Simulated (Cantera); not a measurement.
What does this Cantera script print?

```python
import numpy as np
import cantera as ct

gas_names = """
    H HNO HNO2 HNO3 HO2 H2 H2O H2O2 N NH NH2 NH3 NH2OH NO NO2 NO3 N2 N2H2 N2H4 N2O O OH O2 O3 V VN VO
    VO2
""".split()
cond_names = """
    H2O(s) H2O(L) V(cr) V(L) VN(s) VO(s) VO(L) V2O3(s) V2O3(L) V2O4(I) V2O4(II) V2O4(L) V2O5(s) V2O5(L)
""".split()


def load(file, names, dense=False):
    # The tables refer to 1 bar. Condensed volumes are neglected.
    table = {s.name: s for s in ct.Species.list_from_file(file)}
    out = []
    for n in names:
        d = dict(table[n].input_data)
        d["thermo"] = dict(d["thermo"], **{"reference-pressure": 1e5})
        if dense:
            d["equation-of-state"] = {"model": "constant-volume", "density": "1e6 g/cm^3"}
        out.append(ct.Species.from_dict(d))
    return out


gas = ct.Solution(thermo="ideal-gas", species=load("nasa_gas.yaml", gas_names))
cond = {s.name: ct.Solution(thermo="fixed-stoichiometry", species=[s], name=s.name)
        for s in load("nasa_condensed.yaml", cond_names, dense=True)}
atoms = {
    'V2O3': {'V': 2, 'O': 3},
    'H2': {'H': 2},
    'N2': {'N': 2},
}
top_T = {'VN(s)': 2300}  # K; cautious upper limits of use, not melting points


def equilibrate(T, P, feed):
    n = {}
    for name, mol in feed.items():
        for a, k in atoms[name].items():
            n[a] = n.get(a, 0.0) + k * mol
    gas.TPX = T, P, n
    mass = sum(n.values()) * gas.mean_molecular_weight
    gas.equilibrate("TP")
    valid = [c for c in cond.values() if c.min_temp <= T <= top_T.get(c.name, c.max_temp)]
    mix = ct.Mixture([(gas, mass / gas.mean_molecular_weight)] + [(c, 0.0) for c in valid])
    mix.T, mix.P = T, P
    mix.equilibrate("TP", solver="vcs", rtol=1e-11, max_steps=5000)
    return mix


results = []
T = 1600  # K
P = 150  # Pa
for m in [19, 84, 150, 210, 280, 340, 410]:
    feed = {'V2O3': 1, 'H2': m, 'N2': 10}  # mol
    mix = equilibrate(T, P, feed)
    results.append((T, P, feed, dict(zip(mix.species_names, mix.species_moles))))

top = {s: max(r[3][s] / sum(r[3][g] for g in gas_names) for r in results) for s in gas_names}
cols = sorted((s for s in top if top[s] > 1e-06), key=lambda s: -top[s])[:8]
seen = [c for c in cond_names if any(r[3].get(c, 0) > 1e-12 for r in results)]
print("log10 of partial pressures in bar; condensed amounts in mol")
print(f"{'n(H2)':>10s}" + "".join(f"{s[:9]:>10s}" for s in cols + seen))
for T, P, feed, n in results:
    ng = sum(n[g] for g in gas_names)
    print(f"{feed['H2']:10.4g}" + "".join(f"{np.log10(max(n[s] / ng * P / 1e5, 1e-99)):10.3f}" for s in cols)
          + "".join(f"{n.get(c, 0):10.4g}" for c in seen))
```

It prints:

```
log10 of partial pressures in bar; condensed amounts in mol
     n(H2)        H2        N2       H2O         H       VO2     VO(s)   V2O3(s)
        19    -3.011    -3.287    -5.222    -5.770    -8.268     0.232    0.8839
        84    -2.876    -3.797    -5.087    -5.703    -8.268     1.026    0.4869
       150    -2.855    -4.028    -5.067    -5.692    -8.268     1.832   0.08382
       210    -2.847    -4.167    -5.167    -5.688    -8.377     1.999         0
       280    -2.841    -4.287    -5.287    -5.685    -8.502     1.999         0
       340    -2.838    -4.368    -5.369    -5.684    -8.587     1.999         0
       410    -2.836    -4.447    -5.448    -5.683    -8.668     1.999         0
```

Equilibrium computed with Cantera from the NASA thermochemical tables; the gas is ideal and each condensed phase is pure. Mutual solubility and eutectic melting of coexisting phases are not modelled. VO: taken at fixed stoichiometry. Condensed phases not in the tables: the oxides between V2O3 and V2O5 other than VO2.
